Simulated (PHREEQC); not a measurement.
NaOH is added in steps, without added water, to 1 kg of water holding 52 mmol/kgw HNO3 and 20 mmol/kgw CuSO4, at 25 °C. Oxygen is held at 0.21 atm. The system is closed to CO2. No solid was allowed to form.

Base run: PHREEQC, ion-association model, wateq4f.dat. Each further column changes one thing. The table gives pH.

| NaOH added (mol) | base | 0.0022 mol/kgw KOH added | diluted 2-fold with water | HNO3 replaced by NaNO3 at the same molality | solids may form |
|---|---|---|---|---|---|
| 0 | 1.46 | 1.48 | 1.73 | [?] | 1.46 |
| 0.008083 | 1.54 | 1.57 | 1.90 | 6.23 | 1.54 |
| 0.02021 | 1.70 | 1.73 | 2.42 | [?] | 1.70 |
| 0.02829 | 1.84 | [?] | 6.07 | 7.81 | 1.84 |
| 0.04042 | 2.17 | 2.27 | 7.67 | 10.45 | 2.17 |
| 0.0485 | 2.71 | 3.14 | 11.27 | 11.74 | 2.71 |
| 0.05658 | 5.99 | 6.15 | 11.89 | 12.01 | [?] |
| 0.06871 | 6.83 | 7.03 | [?] | [?] | 4.65 |
| 0.07679 | 7.57 | 7.72 | 12.33 | 12.33 | 5.19 |
| 0.08892 | 8.38 | 8.70 | 12.46 | 12.44 | 8.50 |
| 0.097 | 11.52 | 11.67 | 12.53 | [?] | 11.58 |

### Question
Some entries are withheld; supply them.

### Answer

- 0, HNO3 replaced by NaNO3 at the same molality: 4.77
- 0.02021, HNO3 replaced by NaNO3 at the same molality: 7.16
- 0.02829, 0.0022 mol/kgw KOH added: 1.89
- 0.05658, solids may form: 4.40
- 0.06871, diluted 2-fold with water: 12.20
- 0.06871, HNO3 replaced by NaNO3 at the same molality: 12.23
- 0.097, HNO3 replaced by NaNO3 at the same molality: 12.51

In at least one series the solution becomes supersaturated in solids that the run did not let form, among them Cu(OH)2, Brochantite, Antlerite, Cu2(OH)3NO3. The database's constant for dissolved Cu(OH)2 is higher than later reviews accept. Solids allowed in the column 'solids may form': Cu(OH)2, Brochantite, Antlerite, Cu2(OH)3NO3, Mirabilite, Chalcanthite.
